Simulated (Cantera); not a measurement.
Cantera run, input and output.

```python
import numpy as np
import cantera as ct

gas = ct.Solution("gri30.yaml")
gas.TPX = 1800, 2666, {'C2H4': 1, 'H2': 13}
inlet = ct.Reservoir(gas, clone=True)

reactor = ct.IdealGasConstPressureReactor(gas, energy="off", clone=False)
exhaust = ct.Reservoir(gas, clone=True)
tau = [1.3, 0.7, 0.37, 0.2, 0.1, 0.055, 0.029, 0.016, 0.0082, 0.0044, 0.0023][0]
for a, b in ((inlet, reactor), (reactor, exhaust)):
    ct.MassFlowController(a, b, mdot=lambda t: reactor.mass / tau)
net = ct.ReactorNet([reactor])
show = ['C2H4', 'H2', 'CH2', 'C2H6', 'C2H2', 'C2H', 'H']

rows = []
print(f"{'tau/s':>10s}{'T/K':>9s}" + "".join(f"{s:>11s}" for s in show))
for tau in [1.3, 0.7, 0.37, 0.2, 0.1, 0.055, 0.029, 0.016, 0.0082, 0.0044, 0.0023]:
    net.initial_time = 0.0
    net.advance(30 * tau)
    before = gas.X
    net.advance(40 * tau)
    drift = np.max(np.abs(gas.X - before) / (gas.X + 1e-9))
    rows.append([gas.T, *gas[show].X, drift])
    print(f"{tau:10.3e}{gas.T:9.1f}" + "".join(f"{x:11.3e}" for x in gas[show].X))
```

It prints:

```
     tau/s      T/K       C2H4         H2        CH2       C2H6       C2H2        C2H          H
 1.300e+00   1800.0  9.914e-05  9.318e-01  6.470e-09  1.094e-09  6.647e-02  9.209e-07  1.476e-03
 7.000e-01   1800.0  1.805e-04  9.322e-01  2.991e-09  1.814e-09  6.642e-02  7.029e-07  1.128e-03
 3.700e-01   1800.0  4.057e-04  9.325e-01  1.550e-09  3.516e-09  6.624e-02  4.768e-07  7.676e-04
 2.000e-01   1800.0  9.664e-04  9.328e-01  1.347e-09  6.716e-09  6.573e-02  3.090e-07  5.013e-04
 1.000e-01   1800.0  2.516e-03  9.328e-01  1.805e-09  1.290e-08  6.429e-02  1.883e-07  3.123e-04
 5.500e-02   1800.0  5.344e-03  9.328e-01  2.561e-09  2.101e-08  6.166e-02  1.251e-07  2.164e-04
 2.900e-02   1800.0  1.085e-02  9.324e-01  3.679e-09  3.297e-08  5.652e-02  8.194e-08  1.545e-04
 1.600e-02   1800.0  1.891e-02  9.319e-01  4.915e-09  4.665e-08  4.900e-02  5.463e-08  1.188e-04
 8.200e-03   1800.0  3.103e-02  9.312e-01  6.172e-09  6.167e-08  3.769e-02  3.224e-08  9.105e-05
 4.400e-03   1800.0  4.333e-02  9.304e-01  6.586e-09  6.895e-08  2.620e-02  1.718e-08  6.972e-05
 2.300e-03   1800.0  5.441e-02  9.297e-01  5.735e-09  6.403e-08  1.587e-02  7.256e-09  4.859e-05
```

Detailed kinetics in Cantera: GRI-Mech 3.0 (53 species, 325 reactions). GRI-Mech 3.0 was tuned for natural gas; its chemistry of ethylene as a main component is partial and can be far from experiment. GRI-Mech 3.0 stops at C3 and has no aromatics, soot or wall deposition, so with more carbon than oxygen in the feed, carbon stays in small species such as C2H2 where larger ones or solid carbon would form. Radical loss at walls, strong at low pressure, is not modelled.
